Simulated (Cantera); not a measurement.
Standard-state values (1 bar) from the NASA 1993 polynomials, evaluated with Cantera. Values are per mole of reaction as written; species without (g) are pure solids or liquids, kept so even where they would boil at 1 bar.

Q: Between 300 and 2048 K, where is each reaction favourable under standard conditions?
- 2 SrO + 4 Cl(g) = 2 SrCl2 + O2(g)

A: 
- 2 SrO + 4 Cl(g) = 2 SrCl2 + O2(g): ΔG° is -858 kJ at 300 K and -342 kJ at 2048 K; it stays negative (K > 1). ΔH° is -860 kJ and ΔS° -253 J/K at 2048 K.
